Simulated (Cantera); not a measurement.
Cantera run:

```python
import numpy as np
import cantera as ct

gas_names = [...]  # 110 gases of nasa_gas.yaml made of C, H, O
cond_names = """
    C(gr) C6H6(L) C7H8(L) C8H18(L),n-octa H2O(s) H2O(L)
""".split()


# ... load() reads the species with a 1 bar reference pressure and builds the phases ...
atoms = {
    'C2H5OH': {'C': 2, 'H': 6, 'O': 1},
    'H2O': {'H': 2, 'O': 1},
    'H2': {'H': 2},
    'O2': {'O': 2},
}
top_T = {'C(gr)': 4500}  # K; cautious upper limits of use, not melting points


# ... equilibrate(T, P, feed) seeds the gas with the atoms and calls Mixture.equilibrate('TP', solver="vcs", rtol=1e-11, max_steps=5000) ...
results = []
feed = {'C2H5OH': 1, 'H2O': 0.068, 'H2': 1.1, 'O2': 0.38}  # mol
T = 1950  # K
for P in [10, 160, 2500, 40000, 630000, 10000000]:
    mix = equilibrate(T, P, feed)
    results.append((T, P, feed, dict(zip(mix.species_names, mix.species_moles))))

top = {s: max(r[3][s] / sum(r[3][g] for g in gas_names) for r in results) for s in gas_names}
cols = sorted((s for s in top if top[s] > 0.0001), key=lambda s: -top[s])[:9]
seen = [c for c in cond_names if any(r[3].get(c, 0) > 1e-12 for r in results)]
print("log10 of partial pressures in bar; condensed amounts in mol")
print(f"{'P/Pa':>10s}" + "".join(f"{s[:9]:>10s}" for s in cols + seen))
for T, P, feed, n in results:
    ng = sum(n[g] for g in gas_names)
    print(f"{P:10.4g}" + "".join(f"{np.log10(max(n[s] / ng * P / 1e5, 1e-99)):10.3f}" for s in cols)
          + "".join(f"{n.get(c, 0):10.4g}" for c in seen))
```

Output:

```
log10 of partial pressures in bar; condensed amounts in mol
      P/Pa        H2        CO         H       CH4       H2O C2H2,acet       CO2      C2H4     C(gr)
        10    -4.209    -4.536    -5.045   -11.730   -12.587    -7.471   -13.557   -13.727    0.1677
       160    -2.967    -3.317    -4.424    -9.246   -10.126    -6.229   -11.119   -11.243    0.1675
      2500    -1.763    -2.119    -3.822    -6.840    -7.725    -5.026    -8.724    -8.836    0.1674
     4e+04    -0.557    -0.914    -3.219    -4.427    -5.313    -3.819    -6.314    -6.423    0.1669
   6.3e+05     0.640     0.284    -2.621    -2.033    -2.919    -2.623    -3.918    -4.030    0.1596
     1e+07     1.823     1.490    -2.029     0.333    -0.529    -1.439    -1.506    -1.663   0.05772
```

These are equilibrium values from Cantera (NASA tables, ideal gas, pure condensed phases), not measurements of a reactor. The ideal-gas law is rough above about 30 bar.
